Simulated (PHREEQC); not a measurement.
Dissolve 0.012 mol/kgw HF and 3.5e-05 mol/kgw KOH at 25 °C. Closed to the air; pH follows from the charge balance.

All values are PHREEQC results (ion-association model, phreeqc.dat), not measurements.

Precipitation was switched off in this run.

Problem. Estimate the pH.

Solution. pH 2.60.

Problem. In which forms is F present?

Solution. HF 77 %, F- 22 %, HF2- 1.5 % of the F.

Complexes and solids missing from the database can't appear.
